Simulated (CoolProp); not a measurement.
A Linde-Hampson liquefier for nitrogen: isothermal reversible compression at 200 K from 1 atm to 25 MPa, throttling to 1 atm, return gas leaving the recuperator 2 K below the feed. Each further row changes one setting.

Computed with CoolProp (reference Helmholtz-energy equation of state, Span 2000).

```json
[
 {"case": "as stated", "liquid yield per pass": "0.245", "compression work (kJ/kg of gas)": "309"},
 {"case": "high pressure 50 MPa", "liquid yield per pass": "0.242", "compression work (kJ/kg of gas)": "358"},
 {"case": "warm-end temperature 230 K", "liquid yield per pass": "0.172", "compression work (kJ/kg of gas)": "366"},
 {"case": "warm-end gap 7 K", "liquid yield per pass": "0.233", "compression work (kJ/kg of gas)": "309"}
]
```
